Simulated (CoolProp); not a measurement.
Vapour-liquid equilibrium of methanol (1) + m-xylene (2) at 432.7 K; x and y are mole fractions of (1).

Values from CoolProp's multi-fluid Helmholtz-energy mixture model, de Reuck 1993 and Zhou 2012; pair parameters Bell 2016.

Give the bubble pressure and the first vapour's composition at x = 0.35, 0.75, 0.85. Is there an azeotrope?

x = 0.35: 10.84 bar, y = 0.838; x = 0.75: 14.53 bar, y = 0.912; x = 0.85: 15.60 bar, y = 0.941. No azeotrope shows between x = 0.05 and 0.95.

Pair parameters are fitted to limited data, so mixtures are less certain than the pure fluids. With so large a gap from Raoult's law the liquid may split in two, which this calculation doesn't test in full.
